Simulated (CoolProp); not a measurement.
The numbers come from the reference Helmholtz-energy equation of state, Lemmon 2003 in CoolProp. It is a pseudo-pure fit of the blend.

Task: For R407C, give the phase and the Z, cp (kJ/(kg K)), isothermal compressibility (1/MPa), expansivity (1/kK) at 81.25 °C and 65.1 bar; 122.85 °C and 65.1 bar; 143.65 °C and 65.1 bar.

Result: 
- 81.25 °C and 65.1 bar: liquid; Z 0.217, cp 2.06, isothermal compressibility 0.0353, expansivity 9.61
- 122.85 °C and 65.1 bar: supercritical; Z 0.544, cp 2.15, isothermal compressibility 0.308, expansivity 16.4
- 143.65 °C and 65.1 bar: supercritical; Z 0.662, cp 1.60, isothermal compressibility 0.237, expansivity 8.97
